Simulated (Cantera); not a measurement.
A perfectly stirred reactor is fed with H2 : O2 : N2 = 1 : 0.658 : 7.89 (molar parts), equivalence ratio 0.76, at 1.00 atm; it is adiabatic with a 823 K inlet, and is followed from long to short residence time, starting on the burning branch (τ in s: 0.26, 0.099, 0.038, 0.015, 0.0057, 0.0022, 0.00084, 0.00033, 0.00013, 4.8e-05, 1.9e-05, 7.2e-06).

Cantera simulation using the H2/O2 subset of GRI-Mech 3.0, which has no nitrogen chemistry; the numbers are that mechanism's predictions, not measurements.

x: mole fraction; the columns are a selection and need not sum to one.

| τ (s) | T (K) | x H2 | x O2 | x H2O2 | x O | x H | x HO2 |
|---|---|---|---|---|---|---|---|
| 0.26 | 1601 | 0.000210 | 0.0174 | 8.00e-8 | 6.07e-5 | 2.46e-5 | 1.07e-6 |
| 0.099 | 1599 | 0.000394 | 0.0174 | 1.24e-7 | 0.000114 | 6.33e-5 | 1.82e-6 |
| 0.038 | 1593 | 0.000729 | 0.0175 | 1.89e-7 | 0.000214 | 0.000161 | 2.89e-6 |
| 0.015 | 1585 | 0.00130 | 0.0177 | 2.79e-7 | 0.000388 | 0.000391 | 4.23e-6 |
| 0.0057 | 1568 | 0.00231 | 0.0180 | 4.18e-7 | 0.000704 | 0.000950 | 5.81e-6 |
| 0.0022 | 1540 | 0.00388 | 0.0187 | 6.31e-7 | 0.00121 | 0.00215 | 7.47e-6 |
| 0.00084 | 1494 | 0.00620 | 0.0199 | 9.79e-7 | 0.00196 | 0.00450 | 9.35e-6 |
| 0.00033 | 1427 | 0.00949 | 0.0220 | 1.50e-6 | 0.00282 | 0.00825 | 1.18e-5 |
| 0.00013 | 1334 | 0.0154 | 0.0258 | 2.12e-6 | 0.00341 | 0.0129 | 1.59e-5 |
| 4.8e-5 | … | … | … | … | … | 0.0124 | … |
| 1.9e-5 | 823 | 0.105 | 0.0689 | <1e-12 | <1e-12 | <1e-12 | <1e-12 |
| 7.2e-6 | 823 | 0.105 | 0.0689 | <1e-12 | <1e-12 | <1e-12 | <1e-12 |

Problem. Fill in the missing entries.

Solution. 
- 4.8e-5, T (K): 1154
- 4.8e-5, x H2: 0.0424
- 4.8e-5, x O2: 0.0398
- 4.8e-5, x H2O2: 2.32e-6
- 4.8e-5, x O: 0.00211
- 4.8e-5, x HO2: 2.96e-5
